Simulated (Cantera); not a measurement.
Gas mixture: NH₃ : N₂ : CH₄ : CO₂ = 0.44 : 0.75 : 0.75 : 0.89 (molar parts), at 0.0370 bar, frozen composition.

Cantera's kinetic-theory transport with the Lennard-Jones parameters of GRI-Mech 3.0, ideal gas; thermal conductivity in the mixture-averaged form. Polar gases are described roughly by these parameters.

D: mixture-averaged diffusion coefficient of that species in the mixture.

| T (K) | ρ (kg/m³) | cp (J/kg/K) | μ (µPa s) | λ (mW/m/K) | Pr | D (cm²/s) CH₃ | D (cm²/s) C₂H₂ | D (cm²/s) OH |
|---|---|---|---|---|---|---|---|---|
| 400 | 0.0313 | 1332 | 18.7 | 35.6 | 0.699 | … | 7.12 | 13.6 |
| 500 | 0.0251 | 1446 | 22.4 | 46.2 | 0.702 | … | 10.7 | 20.1 |
| 600 | 0.0209 | 1558 | 25.9 | 57.2 | 0.706 | … | 14.8 | 27.5 |
| 700 | 0.0179 | 1662 | 29.1 | 68.2 | 0.710 | … | 19.4 | 35.8 |
| 800 | 0.0157 | 1755 | 32.2 | 79.1 | 0.713 | … | 24.5 | 44.9 |
| 900 | 0.0139 | 1839 | 35.0 | 90.0 | 0.716 | … | 30.0 | 54.7 |

### Question
Fill in the missing entries.

### Answer

- 400, D (cm²/s) CH₃: 9.60
- 500, D (cm²/s) CH₃: 14.3
- 600, D (cm²/s) CH₃: 19.7
- 700, D (cm²/s) CH₃: 25.8
- 800, D (cm²/s) CH₃: 32.4
- 900, D (cm²/s) CH₃: 39.6
